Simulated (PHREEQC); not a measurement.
0.2 mol of Bromyrite (AgBr) is brought to equilibrium with 1 kg of water, with rising amounts of Mn(NO3)2, at 25 °C. No oxygen is let in. The system is closed to CO2. Only these solids could form: Bromyrite, Pyrochroite, Ag2O.

All values are PHREEQC results (ion-association model, wateq4f.dat), not measurements.

Question: Predict pH at Mn(NO3)2 added (mol) = 0.025, 0.0333, 0.0667, 0.075, 0.0833.

Answer: 
```csv
Mn(NO3)2 added (mol),pH
0.025,6.26
0.0333,6.22
0.0667,6.11
0.075,6.09
0.0833,6.07
```
